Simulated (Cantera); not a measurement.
## Transport properties of process gases

Gas mixture: C₂H₄ : NH₃ = 0.27 : 0.084 (molar parts), at 370 Pa, frozen composition.

Cantera's kinetic-theory transport with the Lennard-Jones parameters of GRI-Mech 3.0, ideal gas; thermal conductivity in the multicomponent form. Polar gases are described roughly by these parameters. The composition is frozen, though it would react at the higher temperatures.

```csv
T (K),ρ (kg/m³),cp (J/kg/K),μ (µPa s),λ (mW/m/K),Pr,D (cm²/s) CH₄,D (cm²/s) H₂O,D (cm²/s) NO
400,0.00283,1939,13.5,35.8,0.732,84.7,82.4,78.8
650,0.00174,2678,20.9,75.5,0.740,204,214,187
900,0.00126,3166,27.2,116,0.742,360,394,327
1150,0.000984,3556,32.7,157,0.743,547,615,495
1400,0.000809,3831,37.7,195,0.743,763,874,690
1650,0.000686,4034,42.4,230,0.742,1010,1170,908
1900,0.000596,4184,46.7,263,0.741,1270,1490,1150
2150,0.000527,4295,50.7,294,0.740,1570,1840,1410
2400,0.000472,4378,54.6,324,0.739,1880,2220,1690
```
D: mixture-averaged diffusion coefficient of that species in the mixture.
